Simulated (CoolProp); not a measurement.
Vapour-liquid equilibrium of toluene (1) + p-xylene (2) at 0.15 MPa; x and y are mole fractions of (1).

Model: multi-fluid Helmholtz-energy mixture model, Lemmon 2006 and Zhou 2012; pair parameters Bell 2016, in CoolProp.

| x | bubble temperature (K) | y at the bubble point | dew temperature at overall composition x (K) | liquid density (mol/L) |
|---|---|---|---|---|
| 0.05 | ___ | ___ | 425.7 | 7.012 |
| 0.2 | 419.3 | 0.328 | 422.4 | 7.205 |
| 0.35 | 414.4 | 0.516 | 418.8 | 7.401 |
| 0.5 | ___ | 0.667 | ___ | 7.599 |
| 0.65 | 406.0 | 0.788 | 410.5 | 7.801 |
| 0.8 | 402.4 | 0.889 | 405.6 | 8.008 |
| 0.95 | 399.2 | ___ | 400.1 | 8.221 |

Task: Complete the blanks.

Result: 
- 0.05, bubble temperature (K): 424.8
- 0.05, y at the bubble point: 0.092
- 0.5, bubble temperature (K): 410.0
- 0.5, dew temperature at overall composition x (K): 414.9
- 0.95, y at the bubble point: 0.974

No azeotrope shows between x = 0.05 and 0.95.

Pair parameters are fitted to limited data, so mixtures are less certain than the pure fluids.
